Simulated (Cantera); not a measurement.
An adiabatic, constant-pressure homogeneous reactor starts with 37.1 % H₂, 13.2 % O₂, 49.7 % N₂, at 1775 K and 0.370 bar.

Cantera simulation using the H2/O2 subset of GRI-Mech 3.0, which has no nitrogen chemistry; the numbers are that mechanism's predictions, not measurements.

One state of this run: T (K) = 2138; x H₂ = 0.112; x O₂ = 0.0155; x H₂O₂ = 1.60e-7; x H = 0.125; x OH = 0.0270; x O = 0.0214; x H₂O = 0.191. x: mole fraction; the columns are a selection and need not sum to one.

Problem. Which value of t (s) does it belong to?
A. 0.00110
B. 4.92e-6
C. 7.34e-5
D. 0.0163

Solution. C, 7.34e-5
